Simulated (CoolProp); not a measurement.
Vapour-liquid equilibrium of CH2F2 (R32) (1) + R1234yf (2) at 195.3 K; x and y are mole fractions of (1).

Model: multi-fluid Helmholtz-energy mixture model, Tillner-Roth 1997 and Lemmon 2022; pair parameters Bell 2023, in CoolProp.

Q: Give the bubble pressure and the first vapour's composition at x = 0.35, 0.65, 0.95. Is there an azeotrope?

A: x = 0.35: 0.01580 MPa, y = 0.718; x = 0.65: 0.01946 MPa, y = 0.838; x = 0.95: 0.02146 MPa, y = 0.961. No azeotrope shows between x = 0.05 and 0.95.

The pair parameters rest on a limited set of measurements; away from them the model extrapolates.
